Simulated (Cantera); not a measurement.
# Thermodynamics of sublimation and decomposition of ceramics, feed AlN + N2

A closed system holds: 1 mol AlN, 0.019 mol N2, held at 0.000160 bar.

These are equilibrium values from Cantera (NASA tables, ideal gas, pure condensed phases), not measurements of a reactor. Candidate condensed phases: Al, AlN; 5 gas species. The numbers say what is thermodynamically allowed, not how fast it happens.

```tsv
T (K)	x N2	x Al	x N	x Al2	x AlN	n AlN(s)
1723	0.977	0.0226	6.83e-10	1.34e-7	7.67e-12	1.000
1823	0.696	0.304	3.62e-9	1.24e-5	1.81e-10	0.989
1923	0.342	0.658	1.31e-8	3.21e-5	5.34e-10	0
2023	0.342	0.658	5.79e-8	1.88e-5	9.68e-10	0
2123	0.342	0.658	2.22e-7	1.16e-5	1.66e-9	0
2223	0.342	0.658	7.56e-7	7.43e-6	2.71e-9	0
2323	0.342	0.658	2.32e-6	4.96e-6	4.24e-9	0
2423	0.342	0.658	6.47e-6	3.42e-6	6.39e-9	0
2523	0.342	0.658	1.67e-5	2.43e-6	9.33e-9	0
2623	0.342	0.658	4.00e-5	1.77e-6	1.32e-8	0
2723	0.342	0.658	9.01e-5	1.32e-6	1.83e-8	0
2823	0.342	0.658	0.000191	1.01e-6	2.47e-8	0
```
x: gas mole fraction; n: condensed amount in mol.

From 1723 K to 1823 K the condensed part is AlN(s). From 1923 K to 2823 K nothing is condensed. The main Al-bearing gas is Al throughout.
